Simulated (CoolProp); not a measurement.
Vapour-liquid equilibrium of hydrogen chloride (1) + n-butane (2) at 17.65 °C; x and y are mole fractions of (1).

Computed with CoolProp (multi-fluid Helmholtz-energy mixture model, Thol 2018 and Bücker 2006; pair parameters Bell 2016).

**Question.** Give the bubble pressure and the first vapour's composition at x = 0.2, 0.8, 0.95. Is there an azeotrope?

**Answer.** x = 0.2: 1.200 MPa, y = 0.834; x = 0.8: 3.170 MPa, y = 0.957; x = 0.95: 3.765 MPa, y = 0.987. No azeotrope shows between x = 0.05 and 0.95.

The pair parameters rest on a limited set of measurements; away from them the model extrapolates. The gap from Raoult's law changes sign with composition, which may be real or a fault of the pair parameters; it wasn't checked against measurements.
